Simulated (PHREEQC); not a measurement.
PHREEQC input (ion-association model, phreeqc.dat):

```
SOLUTION 0
  temp 40
  units mmol/kgw
  pH 7 charge
  S(6) 142
  Zn 47
  Na 190
  Cl 0.01
  O(0) 1 O2(g) -0.68
SOLUTION 1-40
  temp 40
  units mmol/kgw
  pH 7 charge
  Cl 9.73
  Li 9.3
  K 0.42
  O(0) 1 O2(g) -0.68
END
EXCHANGE 1-40
  X 0.32
  -equilibrate 1
END
SELECTED_OUTPUT 1
  -reset false
  -pH true
  -pe true
  -ionic_strength true
  -water true
  -step true
  -totals Cl K Li Na S Zn S(-2) S(6)
  -molalities KX NaX LiX ZnX2
  -saturation_indices Halite Sylvite Zn(OH)2(e)
PRINT
  -reset false
TRANSPORT
  -cells 40
  -shifts 198
  -lengths 0.0025
  -time_step 720
  -dispersivities 0.008
  -boundary_conditions flux flux
  -correct_disp true
  -punch_cells 40
  -punch_frequency 6
END
```

Selected output (columns that matter, 12 of 34 rows; pore volumes added in front):

```
pore volumes	pH	mu	Cl	K	Li	Na	S	Zn	m_KX	m_NaX	m_LiX	si_Halite	si_Sylvite	si_Zn(OH)2(e)
0	5.0398	0.00973	0.00973	0.00042	0.0093	0	0	0	0.062712	0	0.25729	-1000	-6.4523	-1000
0.4625	5.1806	0.022518	0.0094219	0.00080383	0.01761	2.2153e-18	0.0045008	0	0.062713	3.7779e-17	0.25729	-21.397	-6.2341	-1000
0.9125	5.6395	0.18949	0.005052	0.0065095	0.13456	0.00065678	0.068341	2.9741e-16	0.062742	0.0014382	0.25582	-7.3737	-5.8084	-16.724
1.3625	5.7475	0.31145	0.0015657	0.011613	0.18781	0.040673	0.11927	3.4738e-06	0.06339	0.050989	0.20558	-6.1404	-6.1313	-6.5895
1.8125	5.7562	0.34677	0.00039842	0.015584	0.13267	0.12207	0.13633	0.0013565	0.068534	0.12351	0.11737	-6.2678	-6.6121	-4.0082
2.2625	5.6843	0.34418	9.9101e-05	0.019484	0.066727	0.17328	0.1407	0.010998	0.070072	0.14311	0.048148	-6.7191	-7.1175	-3.2269
2.7125	5.6093	0.33321	2.9694e-05	0.019193	0.028203	0.18898	0.14171	0.023535	0.061373	0.13842	0.018026	-7.202	-7.6426	-3.0204
3.1625	5.5651	0.32559	1.4279e-05	0.016365	0.011296	0.19171	0.14194	0.032256	0.049863	0.13356	0.0068618	-7.5119	-8.0265	-2.954
3.6125	5.5406	0.32122	1.0922e-05	0.013021	0.0044633	0.19138	0.14199	0.037553	0.03898	0.13087	0.0026597	-7.6281	-8.2404	-2.9264
4.0625	5.5265	0.31871	1.0198e-05	0.0099891	0.0017595	0.19071	0.142	0.040768	0.029747	0.12965	0.0010421	-7.6589	-8.3843	-2.9127
4.5125	5.5179	0.31721	1.0042e-05	0.0074977	0.0006942	0.19024	0.142	0.042785	0.022319	0.12923	0.00041076	-7.6664	-8.515	-2.9051
4.9625	5.5125	0.31627	1.0009e-05	0.0055465	0.00027424	0.18999	0.142	0.044096	0.016532	0.12919	0.00016243	-7.6682	-8.647	-2.9004
```

Away from 25 °C the constants follow the database's enthalpies or fits; those with neither stay at their 25 °C values.
